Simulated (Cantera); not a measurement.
A closed system holds: 1 mol HgO, 2.1 mol H2, equilibrated at 850 K and 2.30 mbar.

Method: chemical equilibrium by Gibbs-energy minimisation in Cantera with the NASA 1993 tables (ideal gas, pure condensed phases). Candidate condensed phases: H2O, Hg, HgO; 10 gas species. Equilibrium is a limit: real reactors are often held back by kinetics, nucleation or transport.

Base state: H2 0.355, H2O 0.323, Hg 0.323 (mole fractions); condensed: gas only.

Problem. What changes in the equilibrium state with this change: H2 from 2.1 to 0.24 mol?

Solution. 
```tsv
species	before	after
Hg	0.323	0.617
O2	<1e-9	0.235
H2O	0.323	0.148
H2	0.355	<1e-9
```
